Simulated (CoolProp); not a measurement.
A single-stage vapour-compression cycle with the fluid: evaporating at 264.15 K (dew point), condensing at 305.15 K (bubble point), superheat 10 K, subcooling 0 K, compressor efficiency 0.9, no pressure losses. The same conditions are run with several fluids, on thermodynamics alone (safety and materials aside).

Computed with CoolProp (reference Helmholtz-energy equation of state of each fluid (c-C4F8 (RC318): Platzer 1990; propane: Lemmon 2009; R1132(E): Akasaka 2024; hydrogen chloride: Thol 2018; R407C: Lemmon 2003; vinyl chloride: Thol 2022)). The equations of Platzer and Polt are older, rougher fits. Blends and air are pseudo-pure fits.

```
fluid              cooling COP  pressure ratio  discharge temperature (K)  refrigerating effect (kJ/kg)  volumetric capacity (kJ/m³)
-----------------  -----------  --------------  -------------------------  ----------------------------  ---------------------------
c-C4F8 (RC318)               ?            4.35                      305.1                          80.9                          657
propane                   4.69            3.18                      323.1                           297                         2230
R1132(E)                  4.49            3.24                      335.2                           198                            ?
hydrogen chloride         3.90               ?                      369.2                           255                            ?
R407C                     3.97            4.31                      338.2                           166                            ?
vinyl chloride               ?            3.93                      346.9                           298                         1040
```

Problem. What belongs in the gaps?

Solution. 
- c-C4F8 (RC318), cooling COP: 4.48
- R1132(E), volumetric capacity (kJ/m³): 3780
- hydrogen chloride, pressure ratio: 2.72
- hydrogen chloride, volumetric capacity (kJ/m³): 10100
- R407C, volumetric capacity (kJ/m³): 2260
- vinyl chloride, cooling COP: 5.01

The compression ends wet for: c-C4F8 (RC318).
